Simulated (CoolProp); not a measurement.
Computed with CoolProp (reference Helmholtz-energy equation of state, Gao 2022).

### Question
For n-perfluorohexane, give the phase and the Z, cp (kJ/(kg K)), cv (kJ/(kg K)), Joule-Thomson coefficient (K/MPa) at 450 K and 2.9 bar.

### Answer
- 450 K and 2.9 bar: gas; Z 0.940, cp 1.02, cv 0.987, Joule-Thomson coefficient 8.55
